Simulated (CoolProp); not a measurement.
Oxygen at 293.15 K and 0.14 MPa is throttled through a valve to 0.0229 MPa with no heat exchange. Each further row changes one setting.

Values from CoolProp's reference Helmholtz-energy equation of state, Schmidt 1985.

| case | temperature change (K) | final density (kg/m³) |
|---|---|---|
| as stated | -0.3 | … |
| outlet pressure 0.00687 MPa | … | 0.0903 |
| outlet pressure 0.0298 MPa | -0.3 | … |

Problem. Fill in the missing entries.

Solution. 
- as stated, final density (kg/m³): 0.301
- outlet pressure 0.00687 MPa, temperature change (K): -0.4
- outlet pressure 0.0298 MPa, final density (kg/m³): 0.392
